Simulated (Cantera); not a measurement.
Charge: 1 mol PbO, 0.2 mol H₂, 13 mol N₂, at 1225 °C and 0.0160 bar.

Equilibrium computed with Cantera from the NASA thermochemical tables; the gas is ideal and each condensed phase is pure. Candidate condensed phases: H₂O, Pb, PbO, PbO₂, Pb₃O₄; 27 gas species. Gases not in the tables: (PbO)n polymers. Equilibrium is a limit: real reactors are often held back by kinetics, nucleation or transport.

Base state: N₂ 0.911, PbO 0.0455, Pb 0.0245, H₂O 0.0140, O₂ 0.00514, NO 0.000204, OH 3.20e-5 (mole fractions); condensed: gas only.

### Question
What changes in the equilibrium state with this change: H₂ from 0.2 to 3.9 mol?

### Answer
```csv
species,before,after
N₂,0.911,0.726
H₂,2.84e-6,0.162
H₂O,0.0140,0.0559
PbO,0.0455,7.27e-6
Pb,0.0245,0.0559
O₂,0.00514,<1e-9
NO,0.000204,1.27e-8
H,2.29e-7,5.47e-5
OH,3.20e-5,5.35e-7
```
